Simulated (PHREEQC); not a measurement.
0.11 g of hydrous ferric oxide (600 m²/g; 0.2 weak and 0.005 strong sites per Fe, Dzombak-Morel constants, diffuse double layer) in 1 kg of water with 0.05 mol/kgw of an inert sodium salt and 0.011 mmol/kgw MnCl2, at 25 °C; the pH is set by adding NaOH or the inert anion's acid. No oxygen is let in. No CO2 enters from the air. Precipitation was switched off in this run.

The series has 13 steps of pH, from 4 to 12.

Computed with PHREEQC (ion-association model, wateq4f.dat).

**Question.** Near which pH is half of the Mn sorbed, and on which side is more sorbed?

**Answer.** Near pH 7.3, with more sorbed at higher pH.
